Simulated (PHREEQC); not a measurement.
PHREEQC input (ion-association model, wateq4f.dat):

```
SOLUTION 1
  temp 25
  units mmol/kgw
  pH 7 charge
  Cl 64.35
  Zn 12
  K 0.35
SOLUTION 2
  temp 25
  units mmol/kgw
  pH 7 charge
  Cl 14.4
  Ni 6.5
END
SELECTED_OUTPUT 1
  -reset false
  -pH true
  -pe true
  -ionic_strength true
  -water true
  -totals Cl K Ni Zn
  -molalities H+ Cl- K+ Ni+2 Zn+2 O2 OH- ZnCl+ ZnCl2 ZnCl3-
    ZnCl4-2 ZnOH+ Zn(OH)2 Zn(OH)3- Zn(OH)4-2 ZnOHCl NiCl+ NiOH+ Ni(OH)2 Ni(OH)3-
    NiCl2
  -equilibrium_phases Zincite(c) Zn5(OH)8Cl2 Ni(OH)2
PRINT
  -reset false
MIX 1
  1 1
  2 0
EQUILIBRIUM_PHASES 1
  Zincite(c) 0 0
  Zn5(OH)8Cl2 0 0
  Ni(OH)2 0 0
  O2(g) -0.68 10
END
# ... the last block is repeated for the other 10 points of share of solution B
```

Selected output (columns that matter, 11 of 11 rows; share of solution B added in front):

```
share of solution B	pH	mu	Cl	K	Ni	Zn	m_H+	m_Cl-	m_K+	m_Ni+2	m_Zn+2	m_OH-	m_ZnCl+
0	1.475	0.074599	0.06435	0.00035	0	0.012	0.04	0.063454	0.00035	0	0.011142	3.8074e-13	0.00082192
0.1	1.5175	0.069233	0.059355	0.000315	0.00065	0.0108	0.03614	0.05855	0.000315	0.0006086	0.010072	4.1707e-13	0.00069967
0.2	1.5648	0.063861	0.05436	0.00028	0.0013	0.0096	0.03228	0.053644	0.00028	0.0012225	0.0089931	4.618e-13	0.00058497
0.3	1.6183	0.058482	0.049365	0.000245	0.00195	0.0084	0.02842	0.048734	0.000245	0.0018421	0.0079053	5.1835e-13	0.0004782
0.4	1.6797	0.053097	0.04437	0.00021	0.0026	0.0072	0.02456	0.043821	0.00021	0.0024674	0.0068083	5.9221e-13	0.00037979
0.5	1.7517	0.047705	0.039375	0.000175	0.00325	0.006	0.0207	0.038904	0.000175	0.0030988	0.0057016	6.9297e-13	0.00029022
0.6	1.8389	0.042305	0.03438	0.00014	0.0039	0.0048	0.01684	0.033983	0.00014	0.0037368	0.0045847	8.39e-13	0.00021008
0.7	1.9492	0.036898	0.029385	0.000105	0.00455	0.0036	0.01298	0.029059	0.000105	0.0043816	0.0034569	1.0704e-12	0.00014004
0.8	2.0994	0.031482	0.02439	7e-05	0.0052	0.0024	0.00912	0.02413	7e-05	0.0050341	0.0023176	1.4952e-12	8.093e-05
0.9	2.3348	0.026058	0.019395	3.5e-05	0.00585	0.0012	0.00526	0.019198	3.5e-05	0.005695	0.0011657	2.5376e-12	3.3796e-05
1	2.9053	0.020626	0.0144	0	0.0065	0	0.0014	0.01426	0	0.0063653	0	9.2995e-12	0
```
